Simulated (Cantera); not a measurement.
A closed system holds: 1 mol AlI3, 0.29 mol O2, 150 mol N2, equilibrated at 1325 °C and 33.0 Torr.

Equilibrium computed with Cantera from the NASA thermochemical tables; the gas is ideal and each condensed phase is pure. Candidate condensed phases: Al, AlI3, AlN, Al2O3, I2; 21 gas species. Mutual solubility and eutectic melting of coexisting phases are not modelled. Kinetics and transport are ignored.

Base state: N2 0.980, I 0.0189, AlI 0.000711 (mole fractions); condensed: AlN(s) + Al2O3(s).

What changes in the equilibrium state with this change: AlI3 replaced by AlCl3?


```tsv
species	before	after
N2	0.980	0.989
Cl	0	0.00725
AlCl3	0	0.00404
I	0.0189	0
AlI	0.000711	0
Cl2	0	0.000196
AlN(s), mol	0.504	0
Al2O3(s), mol	0.193	0.193
```
Further candidate phases: AlCl3.
